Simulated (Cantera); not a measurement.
An isothermal, constant-pressure homogeneous reactor starts with N₂O : O₂ = 1 : 0.5 (molar parts), at 1325 K and 1.00 atm. Integrator tolerance rtol = 1e-08.

Detailed kinetics in Cantera: GRI-Mech 3.0 (53 species, 325 reactions). GRI-Mech 3.0 was tuned for natural gas; its chemistry of N2O as a main component is partial and can be far from experiment. The mechanism lacks the step 2 NO + O2 → 2 NO2, which can matter for NO2 below about 1400 K. The temperature is held fixed by assumption; the heat of reaction is taken as removed at once.

What does this change do: temperature 1325 to 1250 K?


```
quantity                                            before                                     after
----------------  ----------------------------------------  ----------------------------------------
x(N₂O) at 7.00 s   1.03e-6 (gas-phase equilibrium 3.01e-8)   0.00109 (gas-phase equilibrium 1.90e-8)
x(O₂) at 7.00 s        0.470 (gas-phase equilibrium 0.500)       0.476 (gas-phase equilibrium 0.500)
x(NO) at 7.00 s    0.0596 (gas-phase equilibrium 0.000573)   0.0452 (gas-phase equilibrium 0.000349)
x(NO₂) at 7.00 s  0.000878 (gas-phase equilibrium 8.71e-6)  0.000820 (gas-phase equilibrium 7.24e-6)
x(N₂) at 7.00 s        0.470 (gas-phase equilibrium 0.500)       0.476 (gas-phase equilibrium 0.500)
x(O) at 7.00 s     1.89e-7 (gas-phase equilibrium 1.95e-7)   6.41e-8 (gas-phase equilibrium 4.89e-8)
```
